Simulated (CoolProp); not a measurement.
Vapour-liquid equilibrium of n-hexane (1) + p-xylene (2) at 454.2 K; x and y are mole fractions of (1).

The numbers come from the multi-fluid Helmholtz-energy mixture model, Thol 2019 and Zhou 2012; pair parameters Bell 2016 in CoolProp.

```
x     bubble pressure, mixture model (kPa)  bubble pressure, Raoult's law (kPa)  y, mixture model  y, Raoult's law
----  ------------------------------------  -----------------------------------  ----------------  ---------------
0.05                                 338.0                                333.1             0.194            0.199
0.2                                  501.2                                489.6             0.511            0.541
0.35                                 654.6                                646.2             0.672            0.718
0.5                                  802.3                                802.8             0.776            0.825
0.65                                 949.2                                959.4             0.853            0.898
0.8                                   1101                                 1116             0.918            0.950
0.95                                  1266                                 1273             0.980            0.989
```

The largest gap from Raoult's law is +2.4 % in bubble pressure, at x = 0.2. No azeotrope shows between x = 0.05 and 0.95.

Pair parameters are fitted to limited data, so mixtures are less certain than the pure fluids. The gap from Raoult's law changes sign with composition, which may be real or a fault of the pair parameters; it wasn't checked against measurements.
